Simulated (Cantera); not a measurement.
Input (Python, Cantera) and output of one run.

```python
import numpy as np
import cantera as ct

gas_names = """
    Ca CaF CaF2 CaO CaOH CaO2H2 Ca2 F FO FO2 F2 F2O H HF HOF HO2 H2 H2F2 H2O H2O2 H3F3 H4F4 H5F5 H6F6
    H7F7 O OH O2 O3
""".split()
cond_names = """
    Ca(a) Ca(b) Ca(L) CaF2(a) CaF2(b) CaF2(L) CaO(s) CaO(L) CaO2H2(s) H2O(s) H2O(L)
""".split()


# ... load() reads the species with a 1 bar reference pressure and builds the phases ...
atoms = {
    'CaF2': {'Ca': 1, 'F': 2},
    'HF': {'H': 1, 'F': 1},
    'H2': {'H': 2},
    'O2': {'O': 2},
}
top_T = {}  # K; cautious upper limits of use, not melting points


# ... equilibrate(T, P, feed) seeds the gas with the atoms and calls Mixture.equilibrate('TP', solver="vcs", rtol=1e-11, max_steps=5000) ...
results = []
feed = {'CaF2': 1, 'HF': 2.3, 'H2': 1.3, 'O2': 9.7}  # mol
T = 800  # K
P = 7100  # Pa
mix = equilibrate(T, P, feed)
results.append((T, P, feed, dict(zip(mix.species_names, mix.species_moles))))
print(gas.report(threshold=1e-05))
for i in range(1, mix.n_phases):
    print(f"{mix.phase(i).name:16s} {mix.phase_moles(i):12.5e} mol")
```

It prints:

```
       temperature   800 K
          pressure   7100 Pa
           density   0.030294 kg/m^3
  mean mol. weight   28.381 kg/kmol
   phase of matter   gas

                          1 kg             1 kmol
                     ---------------   ---------------
          enthalpy       -2.0633e+06       -5.8557e+07  J
   internal energy       -2.2976e+06       -6.5208e+07  J
           entropy            9060.1        2.5713e+05  J/K
    Gibbs function       -9.3114e+06       -2.6426e+08  J
 heat capacity c_p            1180.3             33498  J/K
 heat capacity c_v            887.36             25184  J/K

                      mass frac. Y      mole frac. X     chem. pot. / RT
                     ---------------   ---------------   ---------------
                HF           0.12817           0.18182           -67.488
               H2O          0.065232           0.10277           -65.489
                O2            0.8066           0.71542           -28.974
     [  +26 minor]        3.1671e-07        2.2598e-07

Ca(b)             0.00000e+00 mol
CaF2(a)           1.00000e+00 mol
CaO(s)            0.00000e+00 mol
CaO2H2(s)         0.00000e+00 mol
```

Equilibrium computed with Cantera from the NASA thermochemical tables; the gas is ideal and each condensed phase is pure.
